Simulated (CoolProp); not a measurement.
Saturation properties of CH3F (R41).

Values from CoolProp's reference Helmholtz-energy equation of state, Lemmon 2006. It is a short technical equation, of lower accuracy than the large ones.

| T (K) | p (kPa) | liquid density (kg/m³) | vapour density (kg/m³) | enthalpy of vaporisation (kJ/kg) | surface tension (mN/m) |
|---|---|---|---|---|---|
| 244.3 | 852.9 | 765.6 | 17.02 | 404.6 | 8.14 |
| 248.5 | 980.5 | 754.2 | 19.58 | 395.6 | 7.56 |
| 252.7 | 1122 | 742.5 | 22.46 | 386.3 | 6.99 |
| 256.9 | 1278 | 730.3 | 25.70 | 376.5 | 6.43 |
| 261 | 1446 | 718.1 | 29.25 | 366.4 | 5.89 |
| 265.2 | 1634 | 705.0 | 33.34 | 355.5 | 5.35 |
| 269.4 | 1840 | 691.4 | 37.95 | 344.0 | 4.82 |
| 273.6 | 2065 | 677.2 | 43.17 | 331.7 | 4.30 |
| 277.8 | 2310 | 662.2 | 49.10 | 318.6 | 3.79 |
| 281.9 | 2570 | 646.8 | 55.70 | 304.9 | 3.31 |
| 286.1 | 2858 | 630.1 | 63.47 | 289.8 | 2.83 |
| 290.3 | 3171 | 612.1 | 72.49 | 273.3 | 2.36 |
| 294.5 | 3509 | 592.5 | 83.12 | 255.2 | 1.92 |

It boils at 194.8 K under 1 atm.

Surface tension comes from a separate correlation (Mulero 2012).
